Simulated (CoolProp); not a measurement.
The fluid at 759.63 K and 3.01 MPa flows at 3.3 m/s in a round tube of 12.7 mm bore and 1.5 µm roughness, fully developed (64/Re and Nu = 3.66 if laminar; Colebrook and Gnielinski if turbulent). The same conditions are run with several fluids, on thermodynamics alone (safety and materials aside).

The numbers come from the reference Helmholtz-energy equation of state of each fluid (nitrogen: Span 2000; carbon dioxide: Span 1996; water: Wagner 2002; dry air: Lemmon 2000; oxygen: Schmidt 1985) in CoolProp. Blends and air are pseudo-pure fits.

```csv
fluid,Reynolds number,Darcy friction factor,pressure drop (Pa/m),heat-transfer coefficient (W/(m² K)),mass flow (kg/h)
nitrogen,15900,0.0276,156,184,___
carbon dioxide,25900,0.0246,___,___,31.5
water,13100,0.0290,109,226,___
dry air,15800,0.0277,___,188,___
oxygen,___,___,181,197,22.8
```

Problem. Fill in the missing entries.

Solution. 
- nitrogen, mass flow (kg/h): 19.8
- carbon dioxide, pressure drop (Pa/m): 221
- carbon dioxide, heat-transfer coefficient (W/(m² K)): 275
- water, mass flow (kg/h): 13.3
- dry air, pressure drop (Pa/m): 162
- dry air, mass flow (kg/h): 20.5
- oxygen, Reynolds number: 15400
- oxygen, Darcy friction factor: 0.0279

Above 300 K oxygen's equation is extrapolated.

Transport values come from each fluid's own correlations.
